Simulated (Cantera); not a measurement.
# Al + N2 + H2 + N2O (aluminium nitride and oxide growth)

A closed system holds: 1 mol Al, 23 mol N2, 71 mol H2, 16 mol N2O, at 625 K and 0.100 bar.

Cantera equilibrium calculation (NASA polynomials, part measured and part estimated; ideal gas, pure solids and liquids). Candidate condensed phases: Al, AlN, Al2O3, H2O; 35 gas species. Kinetics and transport are ignored.

* **x(H2)**: 0.513
* **x(N2)**: 0.354
* **x(H2O)**: 0.132
* **x(NH3)**: 0.000602
* **n(Al2O3(s))**: 0.500 mol
* **gas amount**: 109.9 mol
* **log10 activity of Al(s) (absent)**: -34.27
